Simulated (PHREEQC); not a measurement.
Buffer

Dissolve 0.043 mol H3PO4 and 0.0041 mol Na2CO3 per kg of water at 25 °C. Closed to the air; pH follows from the charge balance.

Model: ion-association model, phreeqc.dat, run in PHREEQC.

Each row changes one thing in this solution. No solid was allowed to form.

| case | pH | ionic strength (mol/kgw) |
|---|---|---|
| as made | 2.01 | 0.0191 |
| Na2CO3 from 0.0041 to 0.00205 mol/kgw | 1.93 | 0.0171 |
| H3PO4 left out | 10.81 | 0.0110 |
| Na2CO3 left out | 1.86 | 0.0154 |
| H3PO4 from 0.043 to 0.0473 mol/kgw | ___ | ___ |
| diluted 2-fold with water | 2.18 | 0.0114 |
| H3PO4 from 0.043 to 0.0086 mol/kgw | 3.73 | 0.00841 |

Task: Some entries are withheld; supply them.

Result: 
- H3PO4 from 0.043 to 0.0473 mol/kgw, pH: 1.98
- H3PO4 from 0.043 to 0.0473 mol/kgw, ionic strength (mol/kgw): 0.0201
